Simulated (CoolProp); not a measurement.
A single-stage vapour-compression cycle with the fluid: evaporating at 325.15 K (dew point), condensing at 354.15 K (bubble point), superheat 10 K, subcooling 0 K, compressor efficiency 0.75, no pressure losses. The same conditions are run with several fluids, on thermodynamics alone (safety and materials aside).

The numbers come from the reference Helmholtz-energy equation of state of each fluid (R1336mzz(Z): McLinden 2020; R227EA: Lemmon 2016; n-hexane: Thol 2019; isohexane: Lemmon 2006; R365MFC: Lemmon 2016; c-C4F8 (RC318): Platzer 1990) in CoolProp. The equations of Platzer and Polt are older, rougher fits.

Task: Rank R1336mzz(Z), R227EA, n-hexane, isohexane, R365MFC, c-C4F8 (RC318) by cooling COP, highest first.

Result: n-hexane (7.51), isohexane (7.45), R365MFC (7.33), R1336mzz(Z) (7.25), c-C4F8 (RC318) (6.15), R227EA (5.79)

| fluid | pressure ratio | discharge temperature (K) | refrigerating effect (kJ/kg) | volumetric capacity (kJ/m³) |
|---|---|---|---|---|
| R1336mzz(Z) | 2.31 | 358.9 | 127 | 1540 |
| R227EA | 1.97 | 360.6 | 64.3 | 4740 |
| n-hexane | 2.53 | 358.2 | 294 | 545 |
| isohexane | 2.43 | 357.3 | 276 | 686 |
| R365MFC | 2.38 | 358.2 | 150 | 1290 |
| c-C4F8 (RC318) | 2.01 | 356.8 | 63.6 | 3700 |
